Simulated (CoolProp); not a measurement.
A Linde-Hampson liquefier for nitrogen: isothermal reversible compression at 290 K from 1 atm to 5 MPa, throttling to 1 atm, return gas leaving the recuperator 10 K below the feed. Each further row changes one setting.

The numbers come from the reference Helmholtz-energy equation of state, Span 2000 in CoolProp.

| case | liquid yield per pass | compression work (kJ/kg of gas) |
|---|---|---|
| as stated | 0.002 | 335 |
| high pressure 10 MPa | 0.025 | 394 |
| warm-end temperature 320 K | no liquid | 370 |
| warm-end gap 15 K | no liquid | 335 |
